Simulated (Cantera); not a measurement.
A perfectly stirred reactor is fed with 15.2 % NH3, 84.8 % H2, at 0.0130 bar; it is held at 2175 K, and followed from long to short residence time.

Cantera simulation using the gas-phase N/H chemistry of the illustrative SiF4/NH3 mechanism in the Surface Chemkin manual (1991); the numbers are that mechanism's predictions, not measurements. Walls and surfaces, which speed up NH3 decomposition in real reactors, are not modelled.

One state of this run: x NH3 = 0.0894; x H2 = 0.881; x H = 0.00193; x N2H4 = 5.90e-10; x N2H2 = 1.17e-6. x: mole fraction; the columns are a selection and need not sum to one.

Task: Which value of τ (s) does it belong to?
(A) 0.27
(B) 0.011
(C) 0.97
(D) 0.14

Result: A, 0.27
